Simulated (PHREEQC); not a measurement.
Make-up at 25 °C: 0.25 mol/kgw KH2PO4 and 0.00046 mol/kgw K2HPO4. Closed to the air; pH follows from the charge balance.

Equilibrium calculation in PHREEQC: ion-association model, wateq4f.dat.

Precipitation was switched off in this run.

What pH, activity of water does the model give?

pH 4.47; activity of water 0.991.

H3PO4, which wateq4f.dat lacks, is added to it with the constant of phreeqc.dat.
